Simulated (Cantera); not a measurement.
## Equilibrium for carbothermic reduction: PbO + CO + H2

Feed: 1 mol PbO, 2.5 mol CO, 3 mol H2, equilibrated at 0.00230 bar.

Cantera equilibrium calculation (NASA polynomials, part measured and part estimated; ideal gas, pure solids and liquids). Candidate condensed phases: C, C6H6, C7H8, C8H18, H2O, Pb, PbO, PbO2, Pb3O4; 113 gas species. Kinetics and transport are ignored.

```
T (°C)   x H2   x CO     x Pb   x H2O   x CO2       x H      x OH     x PbO  n Pb(l)
------  -----  -----  -------  ------  ------  --------  --------  --------  -------
675     0.467  0.349  0.00208  0.0771   0.104   7.47e-9  1.79e-12  4.26e-10    0.989
825     0.423  0.353   0.0508  0.0944  0.0782   3.36e-7  3.29e-10   1.17e-7    0.706
975     0.364  0.328    0.154  0.0974  0.0564   5.88e-6   1.61e-8   2.13e-6        0
1125    0.355  0.338    0.154   0.107  0.0470   5.88e-5   3.49e-7   8.60e-6        0
1275    0.348  0.344    0.154   0.113  0.0403  0.000379   4.13e-6   2.61e-5        0
1425    0.342  0.349    0.154   0.118  0.0354   0.00176   3.13e-5   6.45e-5        0
1575    0.335  0.352    0.153   0.121  0.0317   0.00640  0.000170  0.000137        0
1725    0.325  0.352    0.152   0.122  0.0290    0.0191  0.000715  0.000258        0
1875    0.305  0.348    0.149   0.120  0.0268    0.0480   0.00243  0.000444        0
```
x: gas mole fraction; n: condensed amount in mol.

From 675 °C to 825 °C the condensed part is Pb(l). From 975 °C to 1875 °C nothing is condensed. The main Pb-bearing gas is Pb throughout.
